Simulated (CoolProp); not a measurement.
Vapour-liquid equilibrium of R1234yf (1) + isobutane (2) at 190.6 K; x and y are mole fractions of (1).

Model: multi-fluid Helmholtz-energy mixture model, Lemmon 2022 and Bücker 2006; pair parameters Bell 2016, in CoolProp.

Q: Give the bubble pressure and the first vapour's composition at x = 0.35, 0.5, 0.95. Is there an azeotrope?

A: x = 0.35: 0.004730 MPa, y = 0.676; x = 0.5: 0.004828 MPa, y = 0.692; x = 0.95: 0.004664 MPa, y = 0.912. y crosses x between x = 0.65 and 0.8: the model has an azeotrope there.

Pair parameters are fitted to limited data, so mixtures are less certain than the pure fluids. With so large a gap from Raoult's law the liquid may split in two, which this calculation doesn't test in full.
